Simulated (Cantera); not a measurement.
Feed: 1 mol Cu, 0.78 mol F₂, 1.1 mol N₂, 7.9 mol HF, equilibrated at 2.20 mbar.

Method: chemical equilibrium by Gibbs-energy minimisation in Cantera with the NASA 1993 tables (ideal gas, pure condensed phases). Candidate condensed phases: Cu, CuF₂; 25 gas species. Mutual solubility and eutectic melting of coexisting phases are not modelled. The numbers say what is thermodynamically allowed, not how fast it happens.

x: gas mole fraction; n: condensed amount in mol.

| T (K) | x HF | x N₂ | x CuF₂ | x CuF | x F | x Cu | x H₂F₂ | n Cu(s) | n CuF₂(s) |
|---|---|---|---|---|---|---|---|---|---|
| 823 | 0.878 | 0.122 | 7.28e-6 | 1.01e-5 | <1e-12 | 1.25e-12 | 1.43e-7 | 0.220 | 0.780 |
| 873 | 0.878 | 0.122 | … | … | … | … | … | 0.220 | 0.779 |
| 923 | 0.877 | 0.122 | 0.000426 | 0.000505 | 9.89e-11 | 2.49e-10 | 8.93e-8 | 0.218 | 0.774 |
| 973 | 0.873 | 0.122 | 0.00234 | 0.00261 | 9.99e-10 | 2.33e-9 | 7.28e-8 | 0.208 | 0.747 |
| 1023 | 0.858 | 0.120 | 0.0108 | 0.0114 | 8.03e-9 | 1.75e-8 | 5.90e-8 | 0.167 | 0.628 |
| 1073 | 0.802 | 0.112 | 0.0427 | 0.0433 | 5.30e-8 | 1.08e-7 | 4.40e-8 | 0.00663 | 0.146 |
| 1123 | 0.790 | 0.110 | 0.0560 | 0.0440 | 3.67e-7 | 1.39e-7 | 3.70e-8 | 0 | 0 |
| 1173 | 0.790 | 0.110 | 0.0560 | 0.0440 | … | … | … | 0 | 0 |
| 1223 | 0.790 | 0.110 | 0.0560 | 0.0440 | 7.00e-6 | 3.28e-7 | 2.89e-8 | 0 | 0 |

**Question.** Complete the blanks.

**Answer.** 
- 873, x CuF₂: 6.30e-5
- 873, x CuF: 8.02e-5
- 873, x F: 7.48e-12
- 873, x Cu: 2.06e-11
- 873, x H₂F₂: 1.11e-7
- 1173, x F: 1.71e-6
- 1173, x Cu: 2.17e-7
- 1173, x H₂F₂: 3.25e-8
